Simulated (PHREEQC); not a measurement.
Consider water at 25 °C with 2.4 mol K2CO3, 3 mol KCl and 0.0007 mol H4SiO4 per kg of water. Closed to the air; pH follows from the charge balance.

All values are PHREEQC results (Pitzer model, pitzer.dat), not measurements.

Each row changes one thing in this solution. No solid was allowed to form.

```tsv
case	pH	ionic strength (mol/kgw)	H3SiO4- (mol/kgw)	H4SiO4 (mol/kgw)	SI of Sylvite (KCl)	SI of SiO2(a) (SiO2)
as made	12.44	10.2	7.24e-5	4.99e-8	+0.09	-4.36
K2CO3 left out	[?]	3.00	[?]	0.000700	-0.44	[?]
K2CO3 replaced by KBr at the same molality	6.03	5.40	4.02e-7	0.000700	[?]	-0.29
H4SiO4 from 0.0007 to 0.00014 mol/kgw	12.47	10.2	1.35e-5	8.64e-9	+0.09	[?]
diluted 5-fold with water	11.63	2.04	9.99e-5	6.50e-7	-1.45	-3.46
```

Some entries are withheld; supply them.


- K2CO3 left out, pH: 6.20
- K2CO3 left out, H3SiO4- (mol/kgw): 4.80e-7
- K2CO3 left out, SI of SiO2(a) (SiO2): -0.39
- K2CO3 replaced by KBr at the same molality, SI of Sylvite (KCl): -0.13
- H4SiO4 from 0.0007 to 0.00014 mol/kgw, SI of SiO2(a) (SiO2): -5.12

Some of these states are supersaturated (in Sylvite, for instance). In brines, pH and single-ion activities rest on the MacInnes convention.
